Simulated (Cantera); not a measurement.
Charge: 1 mol (CH3)2SiCl2, 23 mol H2, held at 1677 °C and 2.48 Torr.

Equilibrium computed with Cantera from the NASA thermochemical tables; the gas is ideal and each condensed phase is pure. Candidate condensed phases: C, C6H6, C7H8, C8H18, Si, SiC; 109 gas species. The feed counts by its element totals alone. The tables' values for SiCl are old estimates; treat these amounts as uncertain. Kinetics and transport are ignored.

Base state: H2 0.907, HCl 0.0709, H 0.0190, Cl 0.00111, SiCl2 0.000638, C2H2 (acetylene) 0.000496, Si 0.000327, SiCl 5.32e-5 (mole fractions); condensed: C(graphite) + SiC(s).

Problem. What changes in the equilibrium state with this change: temperature from 1677 °C to 827 °C?

Solution. 
| species | before | after |
|---|---|---|
| H2 | 0.907 | 0.926 |
| HCl | 0.0709 | 0.0740 |
| CH4 | 1.32e-6 | 0.000102 |
| H | 0.0190 | 4.33e-7 |
| SiCl4 | 1.10e-9 | 2.15e-5 |
| Si | 0.000327 | <1e-9 |
| SiCl | 5.32e-5 | <1e-9 |
| C2H2 (acetylene) | 0.000496 | 1.23e-8 |
| Cl | 0.00111 | 3.10e-8 |
| C(graphite), mol | 1.00 | 0.998 |
| SiC(s), mol | 0.971 | 0.999 |
